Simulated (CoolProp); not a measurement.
The numbers come from the reference Helmholtz-energy equation of state, Lemmon 2006 in CoolProp. It is a short technical equation, of lower accuracy than the large ones.

Give the vapour pressure (MPa), liquid density (kg/m³), vapour density (kg/m³), enthalpy of vaporisation (kJ/kg) of saturated acetone at 416.7 K.


| T (K) | p (MPa) | liquid density (kg/m³) | vapour density (kg/m³) | enthalpy of vaporisation (kJ/kg) |
|---|---|---|---|---|
| 416.7 | 1.00 | 630 | 21.3 | 384 |
